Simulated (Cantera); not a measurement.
Feed: 1 mol CH3Cl, held at 450 °C and 750 Torr.

Cantera equilibrium calculation (NASA polynomials, part measured and part estimated; ideal gas, pure solids and liquids). Candidate condensed phases: C, C6H6, C7H8, C8H18; 91 gas species. Equilibrium is a limit: real reactors are often held back by kinetics, nucleation or transport.

Base state: HCl 0.602, CH4 0.203, H2 0.195 (mole fractions); condensed: C(graphite).

What changes in the equilibrium state with this change: temperature from 450 °C to 2850 °C?


```json
[
 {"species": "H2", "before": "0.195", "after": "0.380"},
 {"species": "HCl", "before": "0.602", "after": "0.353"},
 {"species": "H", "before": "<1e-9", "after": "0.140"},
 {"species": "CH4", "before": "0.203", "after": "9.94e-6"},
 {"species": "Cl", "before": "<1e-9", "after": "0.0879"},
 {"species": "C2H2 (acetylene)", "before": "<1e-9", "after": "0.0333"},
 {"species": "C2H", "before": "<1e-9", "after": "0.00250"},
 {"species": "C4H2", "before": "<1e-9", "after": "0.00122"},
 {"species": "C3", "before": "<1e-9", "after": "0.00110"},
 {"species": "C(graphite), mol", "before": "0.662", "after": "0.813"}
]
```
The tables' values for CCl are old estimates; treat these amounts as uncertain.
